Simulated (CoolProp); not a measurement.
50 sccm (0 °C, 1 atm) of nitrogen bubbles through liquid n-decane at 310.6 K and leaves saturated at a total pressure of 0.0058 MPa (ideal gas phase). Each further row changes one setting.

The numbers come from the reference Helmholtz-energy equation of state, Lemmon 2006 in CoolProp. It is a short technical equation, of lower accuracy than the large ones.

| case | vapour pressure (kPa) | mole fraction of vapour | delivery (mg/min) | delivery (sccm) | change of delivery for a bath 1 K warmer (%) |
|---|---|---|---|---|---|
| as stated | 0.415 | (withheld) | 24.5 | 3.86 | (withheld) |
| bath temperature 315.6 K | 0.565 | (withheld) | (withheld) | 5.40 | 6.9 |
| total pressure 0.0116 MPa | 0.415 | 0.0358 | 11.8 | 1.86 | 6.7 |

Some entries are withheld; supply them.


- as stated, mole fraction of vapour: 0.0716
- as stated, change of delivery for a bath 1 K warmer (%): 7.0
- bath temperature 315.6 K, mole fraction of vapour: 0.0975
- bath temperature 315.6 K, delivery (mg/min): 34.3
